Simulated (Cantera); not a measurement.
Input (Python, Cantera) and output of one run.

```python
import numpy as np
import cantera as ct

gas_names = """
    C CH CH2 CH3 CH2OH CH3O CH4 CH3OH CO CO2 COOH C2 C2H CHCO,ketyl C2H2,acetylene C2H2,vinylidene
    CH2CO,ketene C2H3,vinyl CH3CO,acetyl C2H4 C2H4O,ethylen CH3CHO,ethanal CH3COOH (HCOOH)2 C2H5 C2H6
    CH3OCH3 C2H5OH C2O C3 C3H3,propargyl C3H4,allene C3H4,propyne C3H4,cyclo- C3H5,allyl C3H6,propylene
    C3H6,cyclo- C3H6O C3H7,n-propyl C3H7,i-propyl C3H8 C3H8O,1propanol C3H8O,2propanol C3O2 C4 C4H2
    C4H4,1,3-cyclo- C4H6,butadiene C4H6,2-butyne C4H6,cyclo- C4H8,1-butene C4H8,cis2-buten
    C4H8,tr2-butene C4H8,isobutene C4H8,cyclo- (CH3COOH)2 C4H9,n-butyl C4H9,i-butyl C4H9,s-butyl
    C4H9,t-butyl C4H10,isobutane C4H10,n-butane C5 C5H6,1,3cyclo- C5H8,cyclo- C5H10,1-pentene
    C5H10,cyclo- C5H11,pentyl C5H11,t-pentyl C5H12,n-pentane C5H12,i-pentane CH3C(CH3)2CH3 C6H2
    C6H5,phenyl C6H5O,phenoxy C6H6 C6H5OH,phenol C6H10,cyclo- C6H12,1-hexene C6H12,cyclo- C6H13,n-hexyl
    C7H7,benzyl C7H8 C7H8O,cresol C7H14,1-heptene C7H15,n-heptyl C7H16,n-heptane C8H8,styrene
    C8H10,ethylbenz C8H16,1-octene C8H17,n-octyl C8H18,isooctane C8H18,n-octane C9H19,n-nonyl
    C10H8,naphthale C10H21,n-decyl C12H9,o-bipheny C12H10,bipheny Cu CuO Cu2 H HCO HO2 H2
    HCHO,formaldehy HCOOH H2O H2O2 O OH O2 O3
""".split()
cond_names = """
    C(gr) C6H6(L) C7H8(L) C8H18(L),n-octa Cu(cr) Cu(L) CuO(s) CuO2H2(s) Cu2O(s) Cu2O(L) H2O(s) H2O(L)
""".split()


def load(file, names, dense=False):
    # The tables refer to 1 bar. Condensed volumes are neglected.
    table = {s.name: s for s in ct.Species.list_from_file(file)}
    out = []
    for n in names:
        d = dict(table[n].input_data)
        d["thermo"] = dict(d["thermo"], **{"reference-pressure": 1e5})
        if dense:
            d["equation-of-state"] = {"model": "constant-volume", "density": "1e6 g/cm^3"}
        out.append(ct.Species.from_dict(d))
    return out


gas = ct.Solution(thermo="ideal-gas", species=load("nasa_gas.yaml", gas_names))
cond = {s.name: ct.Solution(thermo="fixed-stoichiometry", species=[s], name=s.name)
        for s in load("nasa_condensed.yaml", cond_names, dense=True)}
atoms = {
    'CuO': {'Cu': 1, 'O': 1},
    'CH4': {'C': 1, 'H': 4},
    'CO': {'C': 1, 'O': 1},
    'C': {'C': 1},
}
top_T = {'C(gr)': 4500, 'CuO(s)': 1390}  # K; cautious upper limits of use, not melting points


def equilibrate(T, P, feed):
    n = {}
    for name, mol in feed.items():
        for a, k in atoms[name].items():
            n[a] = n.get(a, 0.0) + k * mol
    gas.TPX = T, P, n
    mass = sum(n.values()) * gas.mean_molecular_weight
    gas.equilibrate("TP")
    valid = [c for c in cond.values() if c.min_temp <= T <= top_T.get(c.name, c.max_temp)]
    mix = ct.Mixture([(gas, mass / gas.mean_molecular_weight)] + [(c, 0.0) for c in valid])
    mix.T, mix.P = T, P
    mix.equilibrate("TP", solver="vcs", rtol=1e-11, max_steps=5000)
    return mix


results = []
feed = {'CuO': 1, 'CH4': 0.34, 'CO': 0.064, 'C': 1.2}  # mol
P = 13332.2  # Pa
for T in [800, 900, 1000, 1100, 1200, 1300, 1400, 1500, 1600, 1700, 1800, 1900, 2000, 2100]:
    mix = equilibrate(T, P, feed)
    results.append((T, P, feed, dict(zip(mix.species_names, mix.species_moles))))
    x = sorted(zip(gas.X, gas.species_names), reverse=True)
    print(f"T = {T:g} K  P = {P:g} Pa  gas = {mix.phase_moles(0):.4g} mol")
    print("   x: " + "  ".join(f"{s} {v:.3e}" for v, s in x if v > 1e-05))
    print("   condensed (mol): " + ("  ".join(f"{mix.phase(i).name} {mix.phase_moles(i):.4g}"
          for i in range(1, mix.n_phases) if mix.phase_moles(i) > 1e-12) or "none"))
```

Output:

```
T = 800 K  P = 13332.2 Pa  gas = 1.173 mol
   x: H2 3.632e-01  CO2 2.942e-01  H2O 1.694e-01  CO 1.495e-01  CH4 2.364e-02
   condensed (mol): C(gr) 1.056  Cu(cr) 1
T = 900 K  P = 13332.2 Pa  gas = 1.468 mol
   x: CO 4.151e-01  H2 3.968e-01  CO2 1.282e-01  H2O 5.331e-02  CH4 6.552e-03
   condensed (mol): C(gr) 0.7969  Cu(cr) 1
T = 1000 K  P = 13332.2 Pa  gas = 1.679 mol
   x: CO 5.723e-01  H2 3.893e-01  CO2 2.477e-02  H2O 1.174e-02  CH4 1.929e-03
   condensed (mol): C(gr) 0.5981  Cu(cr) 1
T = 1100 K  P = 13332.2 Pa  gas = 1.73 mol
   x: CO 6.035e-01  H2 3.887e-01  CO2 4.286e-03  H2O 2.798e-03  CH4 7.231e-04
   condensed (mol): C(gr) 0.551  Cu(cr) 1
T = 1200 K  P = 13332.2 Pa  gas = 1.74 mol
   x: CO 6.087e-01  H2 3.893e-01  CO2 9.335e-04  H2O 8.197e-04  CH4 3.191e-04
   condensed (mol): C(gr) 0.5425  Cu(cr) 1
T = 1300 K  P = 13332.2 Pa  gas = 1.743 mol
   x: CO 6.097e-01  H2 3.896e-01  H2O 2.887e-04  CO2 2.563e-04  CH4 1.591e-04
   condensed (mol): C(gr) 0.5407  Cu(cr) 1
T = 1400 K  P = 13332.2 Pa  gas = 1.744 mol
   x: CO 6.100e-01  H2 3.897e-01  H2O 1.180e-04  CH4 8.747e-05  CO2 8.511e-05  Cu 1.012e-05
   condensed (mol): C(gr) 0.5402  Cu(L) 1
T = 1500 K  P = 13332.2 Pa  gas = 1.744 mol
   x: CO 6.100e-01  H2 3.898e-01  Cu 6.169e-05  H2O 5.444e-05  CH4 5.205e-05  CO2 3.293e-05  H 3.010e-05
   condensed (mol): C(gr) 0.54  Cu(L) 0.9999
T = 1600 K  P = 13332.2 Pa  gas = 1.744 mol
   x: CO 6.099e-01  H2 3.897e-01  Cu 2.982e-04  H 9.295e-05  CH4 3.305e-05  H2O 2.769e-05  CO2 1.442e-05  C2H2,acetylene 1.072e-05
   condensed (mol): C(gr) 0.54  Cu(L) 0.9995
T = 1700 K  P = 13332.2 Pa  gas = 1.746 mol
   x: CO 6.093e-01  H2 3.892e-01  Cu 1.191e-03  H 2.518e-04  C2H2,acetylene 2.857e-05  CH4 2.212e-05  H2O 1.525e-05
   condensed (mol): C(gr) 0.5399  Cu(L) 0.9979
T = 1800 K  P = 13332.2 Pa  gas = 1.752 mol
   x: CO 6.074e-01  H2 3.878e-01  Cu 4.061e-03  H 6.107e-04  C2H2,acetylene 6.801e-05  CH4 1.543e-05
   condensed (mol): C(gr) 0.5398  Cu(L) 0.9929
T = 1900 K  P = 13332.2 Pa  gas = 1.767 mol
   x: CO 6.023e-01  H2 3.841e-01  Cu 1.212e-02  H 1.347e-03  C2H2,acetylene 1.466e-04  Cu2 3.490e-05  CH4 1.105e-05
   condensed (mol): C(gr) 0.5395  Cu(L) 0.9785
T = 2000 K  P = 13332.2 Pa  gas = 1.805 mol
   x: CO 5.895e-01  H2 3.751e-01  Cu 3.230e-02  H 2.728e-03  C2H2,acetylene 2.881e-04  Cu2 1.335e-04
   condensed (mol): C(gr) 0.539  Cu(L) 0.9412
T = 2100 K  P = 13332.2 Pa  gas = 1.898 mol
   x: CO 5.606e-01  H2 3.552e-01  Cu 7.815e-02  H 5.086e-03  C2H2,acetylene 5.131e-04  Cu2 4.458e-04
   condensed (mol): C(gr) 0.538  Cu(L) 0.85
```

Method: chemical equilibrium by Gibbs-energy minimisation in Cantera with the NASA 1993 tables (ideal gas, pure condensed phases).
